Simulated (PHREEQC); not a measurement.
Phosphoric acid bath

Consider water at 85 °C with 0.18 mol/kgw H3PO4, 0.0065 mol/kgw H2SO4 and 0.00026 mol/kgw NiSO4. Closed to the air; pH follows from the charge balance.

Computed with PHREEQC (ion-association model, wateq4f.dat).

Precipitation was switched off in this run.

### Question
Estimate the pH, ionic strength.

### Answer
pH 1.56; ionic strength 0.0340 mol/kgw.

### Question
In which forms is S present?

### Answer
HSO4- 88 %, SO4-2 12 % of the S.

H3PO4, which wateq4f.dat lacks, is added to it with the constant of phreeqc.dat. Constants without temperature data keep their 25 °C values here. The database has no phosphate complexes of Ni.
